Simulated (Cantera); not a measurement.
Mixture: CH4 : CO : O2 : N2 = 1 : 0.45 : 3.01 : 9.32 (molar parts), at 4.93 atm, adiabatic and at constant volume. Ignition delay is the time to a rise of 400 K.

Detailed kinetics in Cantera: GRI-Mech 3.0 (53 species, 325 reactions).

### Question
What does this change do: pressure from 4.93 atm to 8.29 atm?

### Answer
```csv
quantity,before,after
delay at 1300 K,2.35 ms,1.47 ms
delay at 1500 K,0.248 ms,0.163 ms
delay at 1700 K,44.6 µs,29.4 µs
delay at 1900 K,12.4 µs,7.93 µs
delay at 2100 K,4.61 µs,2.89 µs
apparent activation energy between 1900 and 2100 K,160 kJ/mol,170 kJ/mol
```

### Question
What does this change do: CO 0.45 to 0.72 parts?

### Answer
```
quantity                                                before       after
--------------------------------------------------  ----------  ----------
delay at 1300 K                                        2.35 ms     2.53 ms
delay at 1500 K                                       0.248 ms    0.256 ms
delay at 1700 K                                        44.6 µs     45.1 µs
delay at 1900 K                                        12.4 µs     12.4 µs
delay at 2100 K                                        4.61 µs     4.62 µs
apparent activation energy between 1900 and 2100 K  160 kJ/mol  160 kJ/mol
```
